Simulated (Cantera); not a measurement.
Input (Python, Cantera) and output of one run.

```python
import numpy as np
import cantera as ct

gas_names = """
    N NO NO2 NO3 N2 N2O O O2 O3 Si SiN SiO SiO2 Si2 Si2N Si3
""".split()
cond_names = """
    Si(cr) Si(L) SiO2(Lqz) SiO2(hqz) SiO2(L) Si2N2O(s) Si3N4(a)
""".split()


# ... load() reads the species with a 1 bar reference pressure and builds the phases ...
atoms = {
    'Si': {'Si': 1},
    'O2': {'O': 2},
    'N2': {'N': 2},
}
top_T = {'Si2N2O(s)': 2100, 'Si3N4(a)': 2400}  # K; cautious upper limits of use, not melting points


# ... equilibrate(T, P, feed) seeds the gas with the atoms and calls Mixture.equilibrate('TP', solver="vcs", rtol=1e-11, max_steps=5000) ...
results = []
feed = {'Si': 1, 'O2': 0.2, 'N2': 13}  # mol
T = 998  # K
P = 1000  # Pa
mix = equilibrate(T, P, feed)
results.append((T, P, feed, dict(zip(mix.species_names, mix.species_moles))))
x = sorted(zip(gas.X, gas.species_names), reverse=True)
print(f"T = {T:g} K  P = {P:g} Pa  gas = {mix.phase_moles(0):.4g} mol")
print("   x: " + "  ".join(f"{s} {v:.3e}" for v, s in x if v > 1e-05))
print("   condensed (mol): " + ("  ".join(f"{mix.phase(i).name} {mix.phase_moles(i):.4g}"
      for i in range(1, mix.n_phases) if mix.phase_moles(i) > 1e-12) or "none"))
```

Result:

```
T = 998 K  P = 1000 Pa  gas = 12.47 mol
   x: N2 1.000e+00
   condensed (mol): Si2N2O(s) 0.4  Si3N4(a) 0.06667
```

Cantera equilibrium calculation (NASA polynomials, part measured and part estimated; ideal gas, pure solids and liquids). N2 is the only nitrogen source here; it is nearly inert below about 1500 K, so the nitride shown seldom forms there in practice.
